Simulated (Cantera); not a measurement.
Feed: 1 mol Si, 0.22 mol H₂O, 0.15 mol O₂, held at 1225 K and 0.100 bar.

Equilibrium computed with Cantera from the NASA thermochemical tables; the gas is ideal and each condensed phase is pure. Candidate condensed phases: H₂O, Si, SiO₂; 18 gas species. Mutual solubility and eutectic melting of coexisting phases are not modelled. The tables hold silica as quartz up to 1696 K and as liquid above; real silica turns to tridymite and cristobalite and melts near 1996 K. Rates play no part.

Problem. What is the equilibrium state?

Solution. 
| Property | Value |
|---|---|
| x(H₂) | 1.000 |
| x(SiO) | 1.09e-5 |
| n(Si(s)) | 0.740 mol |
| n(SiO₂(β-quartz)) | 0.260 mol |
| gas amount | 0.2200 mol |
